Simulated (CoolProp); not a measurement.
CHF3 (R23) along the isobar 3990 kPa: Z from the reference equation and from simpler models built on Tc = 26.1 °C, pc = 4832 kPa, ω = 0.263; each cubic takes its own stable root.

Values from CoolProp's reference Helmholtz-energy equation of state, Penoncello 2003.

| T (°C) | phase | reference | Soave-Redlich-Kwong | Peng-Robinson |
|---|---|---|---|---|
| -125.65 | liquid | 0.1416 | 0.1672 | 0.1488 |
| -119.05 | liquid | 0.1375 | 0.1619 | 0.1439 |
| -112.45 | liquid | 0.1337 | 0.1571 | 0.1396 |
| -105.85 | liquid | 0.1304 | 0.1528 | 0.1357 |
| -99.25 | liquid | 0.1273 | 0.1489 | 0.1322 |
| -92.65 | liquid | 0.1246 | 0.1455 | 0.1291 |
| -85.95 | liquid | 0.1221 | 0.1425 | 0.1263 |
| -79.35 | liquid | 0.1199 | 0.1399 | 0.1239 |
| -72.75 | liquid | 0.1180 | 0.1376 | 0.1219 |
